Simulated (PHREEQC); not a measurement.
Dissolve 7.4 mmol/kgw H3BO3, 10 mmol/kgw NaOH and 9.5 mmol/kgw NaCl at 43 °C. Closed to the air; pH follows from the charge balance.

Model: ion-association model, phreeqc.dat, run in PHREEQC.

Each row changes one thing in this solution. Precipitation was switched off in this run.

```json
[
 {"case": "as made", "pH": "10.82", "ionic strength (mol/kgw)": "0.0195", "H2BO3- (mol/kgw)": "0.00728", "H3BO3 (mol/kgw)": "0.000121", "SI of Halite (NaCl)": "-5.44"},
 {"case": "temperature from 43 to 80 °C", "pH": "?", "ionic strength (mol/kgw)": "0.0195", "H2BO3- (mol/kgw)": "0.00696", "H3BO3 (mol/kgw)": "0.000439", "SI of Halite (NaCl)": "-5.47"},
 {"case": "diluted 10-fold with water", "pH": "9.97", "ionic strength (mol/kgw)": "0.00195", "H2BO3- (mol/kgw)": "0.000654", "H3BO3 (mol/kgw)": "8.57e-5", "SI of Halite (NaCl)": "-7.36"},
 {"case": "0.0015 mol/kgw HBr added", "pH": "?", "ionic strength (mol/kgw)": "0.0195", "H2BO3- (mol/kgw)": "0.00716", "H3BO3 (mol/kgw)": "0.000242", "SI of Halite (NaCl)": "-5.44"},
 {"case": "0.0026 mol/kgw K2HPO4 added", "pH": "10.78", "ionic strength (mol/kgw)": "0.0276", "H2BO3- (mol/kgw)": "0.00727", "H3BO3 (mol/kgw)": "0.000131", "SI of Halite (NaCl)": "-5.46"},
 {"case": "diluted 100-fold with water", "pH": "9.21", "ionic strength (mol/kgw)": "0.000195", "H2BO3- (mol/kgw)": "4.17e-5", "H3BO3 (mol/kgw)": "3.24e-5", "SI of Halite (NaCl)": "-9.33"},
 {"case": "NaOH from 0.01 to 0.009 mol/kgw", "pH": "10.64", "ionic strength (mol/kgw)": "0.0185", "H2BO3- (mol/kgw)": "0.00722", "H3BO3 (mol/kgw)": "0.000183", "SI of Halite (NaCl)": "-5.46"}
]
```

Complete the blanks.


- temperature from 43 to 80 °C, pH: 10.00
- 0.0015 mol/kgw HBr added, pH: 10.51

At this temperature some constants are extrapolated from 25 °C, and those without enthalpy data are left unchanged.
